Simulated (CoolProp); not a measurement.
A single-stage vapour-compression cycle with the fluid: evaporating at 306.15 K (dew point), condensing at 375.15 K (bubble point), superheat 2 K, subcooling 8 K, compressor efficiency 0.7, no pressure losses. The same conditions are run with several fluids, on thermodynamics alone (safety and materials aside).

Computed with CoolProp (reference Helmholtz-energy equation of state of each fluid (sulfur dioxide: Gao 2016; neopentane: Lemmon 2006; R245fa: Akasaka 2015; n-perfluorohexane: Gao 2022; isobutene: Lemmon 2005; trans-2-butene: Lemmon 2005)).

```csv
fluid,cooling COP,pressure ratio,discharge temperature (K),refrigerating effect (kJ/kg),volumetric capacity (kJ/m³)
sulfur dioxide,2.40,5.70,480.7,…,…
neopentane,1.95,5.29,375.1,143,…
R245fa,…,6.68,377.1,101,1120
n-perfluorohexane,1.33,9.05,375.2,25.0,…
isobutene,…,4.93,…,192,1810
trans-2-butene,2.22,5.24,384.1,219,1570
```

Task: What belongs in the gaps?

Result: 
- sulfur dioxide, refrigerating effect (kJ/kg): 258
- sulfur dioxide, volumetric capacity (kJ/m³): 3570
- neopentane, volumetric capacity (kJ/m³): 959
- R245fa, cooling COP: 2.13
- n-perfluorohexane, volumetric capacity (kJ/m³): 140
- isobutene, cooling COP: 2.10
- isobutene, discharge temperature (K): 382.0

The compression ends wet for: neopentane; n-perfluorohexane.
